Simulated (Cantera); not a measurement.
Equilibrium for thermal oxidation and active oxidation of silicon: Si + O2 + N2

Charge: 1 mol Si, 0.22 mol O2, 3.9 mol N2, equilibrated at 45.0 mbar.

Method: chemical equilibrium by Gibbs-energy minimisation in Cantera with the NASA 1993 tables (ideal gas, pure condensed phases). Candidate condensed phases: Si, SiO2, Si2N2O, Si3N4; 16 gas species. N2 is the only nitrogen source here; it is nearly inert below about 1500 K, so the nitride shown seldom forms there in practice. Mutual solubility and eutectic melting of coexisting phases are not modelled. The tables' values for SiN are old estimates; treat these amounts as uncertain. The numbers say what is thermodynamically allowed, not how fast it happens.

| T (K) | log p N2 | log p SiO | log p Si | log p Si2N | log p SiN | log p Si2 | log p Si3 | log p N | n Si2N2O(s) | n Si3N4(s) | n Si(l) |
|---|---|---|---|---|---|---|---|---|---|---|---|
| 925 | -1.35 | <-13 | <-13 | <-13 | <-13 | <-13 | <-13 | <-13 | 0.440 | 0.0400 | 0 |
| 1025 | -1.35 | <-13 | <-13 | <-13 | <-13 | <-13 | <-13 | <-13 | 0.440 | 0.0400 | 0 |
| 1125 | -1.35 | <-13 | <-13 | <-13 | <-13 | <-13 | <-13 | <-13 | 0.440 | 0.0400 | 0 |
| 1225 | -1.35 | -11.59 | <-13 | <-13 | <-13 | <-13 | <-13 | <-13 | 0.440 | 0.0400 | 0 |
| 1325 | -1.35 | -9.72 | -13.14 | <-13 | -13.34 | <-13 | <-13 | <-13 | 0.440 | 0.0400 | 0 |
| 1425 | -1.35 | -8.11 | -11.23 | <-13 | -11.65 | <-13 | <-13 | <-13 | 0.440 | 0.0400 | 0 |
| 1525 | -1.35 | -6.73 | -9.57 | -11.83 | -10.18 | <-13 | <-13 | <-13 | 0.440 | 0.0400 | 0 |
| 1625 | -1.35 | -5.51 | -8.12 | -9.99 | -8.90 | -11.98 | <-13 | -12.61 | 0.440 | 0.0401 | 0 |
| 1725 | -1.35 | -4.44 | -6.84 | -8.36 | -7.76 | -10.00 | -11.45 | -11.72 | 0.437 | 0.0409 | 0 |
| 1825 | -1.35 | -3.49 | -5.70 | -6.92 | -6.76 | -8.24 | -9.22 | -10.92 | 0.416 | 0.0481 | 0 |
| 1925 | -1.38 | -2.54 | -4.76 | -5.80 | -5.95 | -6.83 | -7.48 | -10.22 | 0.185 | 0 | 0.374 |
log p: log10 of the partial pressure in bar; n: condensed amount in mol.

From 925 K to 1825 K the condensed part is Si2N2O(s) + Si3N4(s). At 1925 K the condensed part is Si(l) + Si2N2O(s).
